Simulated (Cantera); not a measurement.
What does this Cantera script print?

```python
import numpy as np
import cantera as ct

gas_names = [...]  # 92 gases of nasa_gas.yaml made of C, H, N
cond_names = """
    C(gr) C6H6(L) C7H8(L) C8H18(L),n-octa
""".split()


# ... load() reads the species with a 1 bar reference pressure and builds the phases ...
atoms = {
    'toluene': {'C': 7, 'H': 8},
    'NH3': {'N': 1, 'H': 3},
    'N2': {'N': 2},
}
top_T = {'C(gr)': 4500}  # K; cautious upper limits of use, not melting points


# ... equilibrate(T, P, feed) seeds the gas with the atoms and calls Mixture.equilibrate('TP', solver="vcs", rtol=1e-11, max_steps=5000) ...
results = []
feed = {'toluene': 1, 'NH3': 0.014, 'N2': 31}  # mol
P = 9400000  # Pa
for T in [1973, 2048, 2123, 2198, 2273, 2348, 2423, 2498, 2573, 2648, 2723, 2798, 2873, 2948]:
    mix = equilibrate(T, P, feed)
    results.append((T, P, feed, dict(zip(mix.species_names, mix.species_moles))))

top = {s: max(r[3][s] / sum(r[3][g] for g in gas_names) for r in results) for s in gas_names}
cols = sorted((s for s in top if top[s] > 0.001), key=lambda s: -top[s])[:9]
seen = [c for c in cond_names if any(r[3].get(c, 0) > 1e-12 for r in results)]
print("log10 of partial pressures in bar; condensed amounts in mol")
print(f"{'T/K':>10s}" + "".join(f"{s[:9]:>10s}" for s in cols + seen))
for T, P, feed, n in results:
    ng = sum(n[g] for g in gas_names)
    print(f"{T:10.4g}" + "".join(f"{np.log10(max(n[s] / ng * P / 1e5, 1e-99)):10.3f}" for s in cols)
          + "".join(f"{n.get(c, 0):10.4g}" for c in seen))
```

Result:

```
log10 of partial pressures in bar; condensed amounts in mol
       T/K        N2        H2       HCN       HNC C2H2,acet         H     C(gr)
      1973     1.919     1.020    -0.409    -1.676    -2.173    -2.360     6.822
      2048     1.919     1.018    -0.283    -1.492    -1.962    -2.141     6.769
      2123     1.918     1.014    -0.167    -1.321    -1.767    -1.938     6.702
      2198     1.918     1.010    -0.060    -1.164    -1.587    -1.749     6.618
      2273     1.917     1.004     0.039    -1.018    -1.420    -1.574     6.517
      2348     1.916     0.997     0.131    -0.882    -1.266    -1.410     6.396
      2423     1.915     0.988     0.216    -0.756    -1.123    -1.257     6.254
      2498     1.914     0.978     0.294    -0.638    -0.991    -1.114     6.091
      2573     1.913     0.966     0.367    -0.529    -0.870    -0.981     5.906
      2648     1.912     0.952     0.434    -0.428    -0.758    -0.856     5.697
      2723     1.910     0.937     0.495    -0.334    -0.655    -0.740     5.466
      2798     1.909     0.919     0.552    -0.247    -0.561    -0.631     5.214
      2873     1.907     0.898     0.604    -0.166    -0.475    -0.529      4.94
      2948     1.905     0.875     0.651    -0.091    -0.398    -0.435     4.648
```

These are equilibrium values from Cantera (NASA tables, ideal gas, pure condensed phases), not measurements of a reactor. The ideal-gas law is rough above about 30 bar.
